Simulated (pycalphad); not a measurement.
CALPHAD calculation (pycalphad, COST 507 light-alloy database (1999)), 1 atm. The database dates from 1999; later assessments differ in places, in temperatures and in the compounds included. Phase fractions are per mole of atoms.

Give the equilibrium state of Zr-94.2Si (at.%) at 1327 °C.


```
T = 1600.00 K, P = 101325 Pa, N = 1 mol of atoms
G = -74382 J/mol, H = 23714 J/mol, S = 61.31 J/(mol K)  (SER reference)
chemical potentials (J/mol): Zr -260869, Si -62900
phase             fraction      x(Zr)      x(Si)
DIAMOND_A4          0.8260       none     1.0000
SI2ZR               0.1740     0.3333     0.6667
```

Database names, with the compositions (at.%) that they take in these runs: SI2ZR: Si 67 Zr 33. DIAMOND_A4 is diamond (Si). An entry "none" or "no" means that the model of the phase leaves that element out.
